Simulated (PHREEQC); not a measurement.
PHREEQC input (ion-association model, wateq4f.dat):

```
SOLUTION_MASTER_SPECIES
  An  An-  0  An  62.0  # stands for a non-complexing anion
SOLUTION_SPECIES
  An- = An-
    -log_k 0
    -gamma 3.0 0
PHASES
  Fix_H+
    H+ = H+
    -log_k 0
SOLUTION 1
  temp 25
  units mmol/kgw
  pH 7 charge
  Cl 0.15
  Pb 0.075
  Na 300
  An 300
END
SELECTED_OUTPUT 1
  -reset false
  -pH true
  -pe true
  -ionic_strength true
  -water true
  -totals Cl Na Pb
  -molalities Hfo_wOH Hfo_wOH2+ Hfo_wO- Hfo_sOH Hfo_sOH2+ Hfo_sO- Hfo_sOPb+ Hfo_wOPb+
  -saturation_indices Litharge Cotunnite Laurionite Halite
USER_PUNCH 1
  -headings sigma psi
  10 PUNCH EDL("sigma", "Hfo"), EDL("psi", "Hfo")
PRINT
  -reset false
USE solution 1
SURFACE 1
  Hfo_wOH 7.64045e-05 600 0.034
  Hfo_sOH 1.91011e-06
EQUILIBRIUM_PHASES 1
  Fix_H+ -3 HAn 10
    -force_equality true
  O2(g) -0.68 10
END
# ... the last block is repeated for the other 12 points of pH, with NaOH or the acid as the point needs
```

Selected output (columns that matter, 11 of 13 rows; pH added in front):

```
pH	mu	Na	Pb	m_Hfo_wOH	m_Hfo_wOH2+	m_Hfo_wO-	m_Hfo_sOH	m_Hfo_sOH2+	m_Hfo_sO-	si_Litharge	si_Cotunnite	si_Halite	sigma	psi
3	0.30154	0.3	7.491e-05	5.1556e-07	7.5889e-05	8.0237e-11	1.2284e-08	1.8082e-06	1.9118e-12	-11.389	-7.8776	-6.2364	0.36794	0.12553
3.67	0.30053	0.3	7.4023e-05	2.2594e-06	7.414e-05	1.5773e-09	2.7685e-08	9.0849e-07	1.9328e-11	-10.054	-7.8823	-6.2361	0.3596	0.12446
4.33	0.30031	0.3	7.3114e-05	8.1152e-06	6.82e-05	2.2122e-08	9.7795e-09	8.2186e-08	2.6658e-11	-8.7396	-7.8876	-6.2361	0.33179	0.12041
5.67	0.30021	0.3	6.0964e-05	3.2635e-05	3.0853e-05	7.9082e-07	2.2957e-10	2.1703e-10	5.563e-12	-6.14	-7.9678	-6.236	0.20859	0.097276
6.33	0.30017	0.30003	3.7546e-05	3.0708e-05	7.1176e-06	3.035e-06	7.3709e-11	1.7085e-11	7.2851e-12	-5.036	-8.1836	-6.2358	0.19647	0.094349
7	0.30015	0.30006	2.3376e-05	1.7181e-05	7.7411e-07	8.7355e-06	2.9486e-11	1.3285e-12	1.4992e-11	-3.9268	-8.4142	-6.2357	0.20653	0.096794
7.67	0.30014	0.30008	1.7837e-05	6.4518e-06	6.5159e-08	1.4635e-05	9.9628e-12	1.0062e-13	2.2599e-11	-2.8061	-8.6334	-6.2356	0.20147	0.095579
8.33	0.30014	0.30009	1.7977e-05	2.274e-06	6.2314e-09	1.9011e-05	3.5204e-12	9.6468e-15	2.9431e-11	-1.7878	-8.9351	-6.2356	0.17983	0.090048
9.67	0.30021	0.30019	2.6836e-05	5.7401e-07	2.5521e-10	2.9576e-05	1.0588e-12	4.7076e-16	5.4556e-11	-0.4762	-10.303	-6.2354	0.08792	0.057501
10.33	0.30047	0.30046	3.2123e-05	4.6111e-07	1.3926e-10	3.4976e-05	9.6031e-13	2.9003e-16	7.2841e-11	-0.2659	-11.413	-6.2351	0.037372	0.028393
11	0.30167	0.30166	3.8236e-05	6.3483e-07	2.2564e-10	4.0916e-05	1.554e-12	5.5234e-16	1.0015e-10	-0.5456	-13.033	-6.2336	-0.019637	-0.015426
```

The oxide is taken as insoluble; below pH 4 it would dissolve.
